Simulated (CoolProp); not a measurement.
Properties of octamethyltrisiloxane (MDM) at several states.

Model: reference Helmholtz-energy equation of state, Thol 2017, in CoolProp.

| T (°C) | p (MPa) | phase | density (kg/m³) | cv (kJ/(kg K)) | isothermal compressibility (1/MPa) | fugacity coefficient |
|---|---|---|---|---|---|---|
| 62.75 | 0.0728 | liquid | 776.8 | 1.560 | 0.002480 | 0.05731 |
| 231.75 | 0.0212 | gas | 1.204 | 1.908 | 47.53 | 0.9924 |
| 157.45 | 1.28 | liquid | 674.4 | 1.801 | 0.006696 | 0.09334 |
